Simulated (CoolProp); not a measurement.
Model: reference Helmholtz-energy equation of state, Lemmon 2005, in CoolProp. It is a short technical equation, of lower accuracy than the large ones.

Q: For trans-2-butene, give the phase and the density (kg/m³), cp (kJ/(kg K)), cv (kJ/(kg K)), expansivity (1/kK) at 113.65 °C and 75.4 bar.

A: 
- 113.65 °C and 75.4 bar: liquid; density 497, cp 2.79, cv 1.90, expansivity 3.17
